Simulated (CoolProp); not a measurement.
The fluid at 260.87 K and 0.754 MPa expands adiabatically to 0.079 MPa with isentropic efficiency 0.9. The same conditions are run with several fluids, on thermodynamics alone (safety and materials aside).

The numbers come from the reference Helmholtz-energy equation of state of each fluid (ethane: Bücker 2006; R13: Platzer 1990; dry air: Lemmon 2000; CF4 (R14): Platzer 1990) in CoolProp. The equations of Platzer and Polt are older, rougher fits. Blends and air are pseudo-pure fits.

Task: Rank ethane, R13, dry air, CF4 (R14) by work (kJ/kg), highest first.

Result: ethane (112), dry air (111), CF4 (R14) (40.5), R13 (32.9)

| fluid | final temperature (K) | final phase | final density (kg/m³) |
|---|---|---|---|
| ethane | 180.1 | two-phase, vapour fraction 0.982 | 1.66 |
| R13 | 188.4 | gas | 5.45 |
| dry air | 148.5 | gas | 1.86 |
| CF4 (R14) | 185.1 | gas | 4.58 |
